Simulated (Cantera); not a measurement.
# Equilibrium for silicon carbide growth: SiH2Cl2 + C3H8 + H2

A closed system holds: 1 mol SiH2Cl2, 0.96 mol C3H8, 1500 mol H2, equilibrated at 0.520 bar.

Method: chemical equilibrium by Gibbs-energy minimisation in Cantera with the NASA 1993 tables (ideal gas, pure condensed phases). Candidate condensed phases: C, C6H6, C7H8, C8H18, Si, SiC; 109 gas species. Gases not in the tables: Si2H6 and higher silanes. Equilibrium is a limit: real reactors are often held back by kinetics, nucleation or transport.

From 1148 K to 1448 K the condensed part is SiC(s). From 1548 K to 1848 K the condensed part is C(graphite) + SiC(s). From 1948 K to 2248 K the condensed part is SiC(s). From 2348 K to 2448 K nothing is condensed. The main Si-bearing gas is SiCl2 at 1148 K and Si at 2448 K.

| T (K) | log p H2 | log p H | log p HCl | log p CH4 | log p C2H2 (acetylene) | log p Si | n SiC(s) | n C(graphite) |
|---|---|---|---|---|---|---|---|---|
| 1148 | -0.29 | -7.29 | -3.16 | -3.19 | -9.70 | <-12 | 1.000 | 0 |
| 1248 | -0.29 | -6.47 | -3.16 | -3.19 | -8.23 | <-12 | 1.000 | 0 |
| 1348 | -0.29 | -5.78 | -3.16 | -3.19 | -6.97 | -11.77 | 1.000 | 0 |
| 1448 | -0.29 | -5.18 | -3.16 | -3.19 | -5.89 | -10.62 | 1.000 | 0 |
| 1548 | -0.29 | -4.65 | -3.16 | -3.26 | -5.09 | -9.56 | 1.000 | 0.230 |
| 1648 | -0.28 | -4.19 | -3.16 | -3.44 | -4.63 | -8.50 | 1.000 | 0.695 |
| 1748 | -0.28 | -3.78 | -3.16 | -3.61 | -4.23 | -7.56 | 0.999 | 0.814 |
| 1848 | -0.29 | -3.42 | -3.16 | -3.75 | -3.87 | -6.73 | 0.997 | 0.582 |
| 1948 | -0.29 | -3.09 | -3.16 | -3.90 | -3.59 | -5.96 | 0.989 | 0 |
| 2048 | -0.29 | -2.79 | -3.16 | -4.13 | -3.53 | -5.17 | 0.951 | 0 |
| 2148 | -0.29 | -2.52 | -3.16 | -4.34 | -3.48 | -4.46 | 0.794 | 0 |
| 2248 | -0.29 | -2.28 | -3.17 | -4.50 | -3.37 | -3.84 | 0.242 | 0 |
| 2348 | -0.29 | -2.05 | -3.17 | -4.68 | -3.33 | -3.66 | 0 | 0 |
| 2448 | -0.30 | -1.85 | -3.18 | -4.86 | -3.33 | -3.61 | 0 | 0 |
log p: log10 of the partial pressure in bar; n: condensed amount in mol.
